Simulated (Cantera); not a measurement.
Cantera run, input and output.

```python
import numpy as np
import cantera as ct

gas = ct.Solution("gri30.yaml")
gas.TPX = 2375, 2666, {'CH4': 0.0085, 'H2': 1, 'CO2': 0.022}
reactor = ct.IdealGasConstPressureReactor(gas, energy="off", clone=False)
net = ct.ReactorNet([reactor])
net.rtol, net.atol = 1e-08, 1e-18
show = ['CH4', 'H2', 'CO2', 'CO', 'HO2']
times = np.geomspace(0.0004, 10, 11)

steps = ct.SolutionArray(gas, extra=["t"])
rows = []
print(f"{'t/s':>10s}{'T/K':>9s}{'P/Pa':>11s}" + "".join(f"{s:>11s}" for s in show))
for t in times:
    while net.time < t:
        t_next = net.step()
        steps.append(gas.state, t=t_next)
    rows.append([np.interp(t, steps.t, y) for y in (steps.T, steps.P, *steps(*show).X.T)])
    print(f"{t:10.3e}{rows[-1][0]:9.1f}{rows[-1][1]:11.4g}" + "".join(f"{x:11.3e}" for x in rows[-1][2:]))
rate = np.gradient(steps.T, steps.t)
print("integrator steps:", len(steps.t))
if steps.T.max() > steps.T[0] + 200:
    print(f"time of steepest temperature rise: {steps.t[rate.argmax()]:.4e} s")
gas.TPX = 2375, 2666, {'CH4': 0.0085, 'H2': 1, 'CO2': 0.022}
gas.equilibrate("TP")
print(f"equilibrium (TP): T = {gas.T:.1f} K  " + "  ".join(f"{s} {gas[s].X[0]:.3e}" for s in show))
```

Output:

```
       t/s      T/K       P/Pa        CH4         H2        CO2         CO        HO2
 4.000e-04   2375.0       2666  7.714e-03  9.660e-01  2.007e-02  1.243e-03  4.465e-12
 1.101e-03   2375.0       2666  6.832e-03  9.545e-01  1.362e-02  7.639e-03  8.102e-12
 3.031e-03   2375.0       2666  4.153e-03  9.336e-01  1.147e-03  2.016e-02  9.680e-12
 8.345e-03   2375.0       2666  1.014e-03  9.265e-01  7.927e-05  2.199e-02  1.363e-11
 2.297e-02   2375.0       2666  2.950e-04  9.212e-01  7.691e-05  2.398e-02  1.418e-11
 6.325e-02   2375.0       2666  8.557e-05  9.144e-01  6.980e-05  2.720e-02  1.191e-11
 1.741e-01   2375.0       2666  1.709e-07  9.008e-01  6.604e-05  2.819e-02  1.371e-11
 4.793e-01   2375.0       2666  7.962e-12  8.833e-01  6.583e-05  2.794e-02  1.857e-11
 1.320e+00   2375.0       2666  6.308e-12  8.783e-01  6.577e-05  2.786e-02  2.000e-11
 3.633e+00   2375.0       2666  6.289e-12  8.782e-01  6.577e-05  2.786e-02  2.002e-11
 1.000e+01   2375.0       2666  6.289e-12  8.782e-01  6.577e-05  2.786e-02  2.002e-11
integrator steps: 1754
equilibrium (TP): T = 2375.0 K  CH4 6.854e-12  H2 8.782e-01  CO2 6.577e-05  CO 2.786e-02  HO2 2.002e-11
```

Model: GRI-Mech 3.0 (53 species, 325 reactions), integrated in Cantera. Radical loss at walls, strong at low pressure, is not modelled.
